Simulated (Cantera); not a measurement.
Charge: 1 mol SiC, 3 mol N2O, 3.6 mol N2, held at 827 °C and 3.00 Pa.

These are equilibrium values from Cantera (NASA tables, ideal gas, pure condensed phases), not measurements of a reactor. Candidate condensed phases: C, Si, SiC, SiO2, Si2N2O, Si3N4; 34 gas species. The numbers say what is thermodynamically allowed, not how fast it happens.

Base state: N2 0.868, CO 0.132 (mole fractions); condensed: SiO2(β-quartz).

Q: What changes in the equilibrium state with this change: 0.93 mol O2 added?

A: 
| species | before | after |
|---|---|---|
| N2 | 0.868 | 0.822 |
| CO2 | 9.52e-7 | 0.125 |
| O2 | <1e-9 | 0.0535 |
| CO | 0.132 | 1.31e-7 |
| NO | <1e-9 | 4.38e-5 |
| SiO2(β-quartz), mol | 1.000 | 1.00 |
